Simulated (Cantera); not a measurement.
Input: 1 mol Si, a varied amount of HCl, 0.3 mol H2, held at 400 °C and 1.30 mbar.

Equilibrium computed with Cantera from the NASA thermochemical tables; the gas is ideal and each condensed phase is pure. Candidate condensed phases: Si; 19 gas species. The tables' values for SiCl3 are old estimates; treat these amounts as uncertain. Kinetics and transport are ignored.

At 1.7 mol HCl, list the 4 most abundant gas species with their mole fractions, and the condensed phases.

H2 0.722, SiCl4 0.255, SiHCl3 0.0218, HCl 0.00107. Condensed: Si(s).
